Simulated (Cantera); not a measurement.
A freely propagating, adiabatic, planar premixed flame of H₂ : O₂ : N₂ : H₂O = 1 : 0.2 : 0.752 : 0.54 (molar parts), unburnt at 625 K and 6.70 bar; multicomponent transport, grid criteria slope 0.08 and curve 0.16, no radiation.

Computed with Cantera and the H2/O2 subset of GRI-Mech 3.0, which has no nitrogen chemistry. The hydrogen kinetics of GRI-Mech 3.0 are dated; newer H2 mechanisms differ, most at raised pressure. Burning velocities carry a grid error of a few per cent, more on coarse grids.

x: mole fraction of selected species; z is measured from the peak of heat release.

```csv
z (mm),T (K),u (m/s),x H₂,x O₂,x H₂O,x H₂O₂,x O,x HO₂
-0.161,625,2.64,0.401,0.0803,0.217,<1e-8,<1e-8,3.28e-8
-0.107,627,2.64,0.400,0.0804,0.217,1.67e-7,<1e-8,6.20e-7
-0.0803,633,2.65,0.397,0.0807,0.218,1.28e-6,<1e-8,4.76e-6
-0.0535,661,2.74,0.389,0.0814,0.223,1.11e-5,<1e-8,4.23e-5
-0.0268,845,3.39,0.359,0.0775,0.246,0.000156,3.78e-6,0.000730
-0.0134,1101,4.34,0.330,0.0632,0.283,0.000230,5.30e-5,0.000876
0,1370,5.35,0.298,0.0405,0.332,7.31e-5,0.000179,0.000430
0.0134,1544,6.00,0.274,(withheld),0.370,(withheld),(withheld),(withheld)
0.0268,1635,6.35,0.261,0.00946,0.392,3.23e-6,0.000133,7.85e-5
0.0535,1706,6.61,0.254,0.00198,0.407,9.75e-7,4.36e-5,1.54e-5
0.107,1746,6.76,0.254,0.000170,0.411,2.24e-7,1.17e-5,1.27e-6
0.214,1770,6.84,0.255,(withheld),0.412,(withheld),(withheld),(withheld)
0.428,1782,6.88,0.256,1.07e-6,0.412,1.64e-8,8.56e-7,1.11e-8
```

Problem. What belongs in the gaps?

Solution. 
- 0.0134, x O₂: 0.0208
- 0.0134, x H₂O₂: 9.46e-6
- 0.0134, x O: 0.000204
- 0.0134, x HO₂: 0.000187
- 0.214, x O₂: 9.19e-6
- 0.214, x H₂O₂: 5.90e-8
- 0.214, x O: 3.33e-6
- 0.214, x HO₂: 7.94e-8
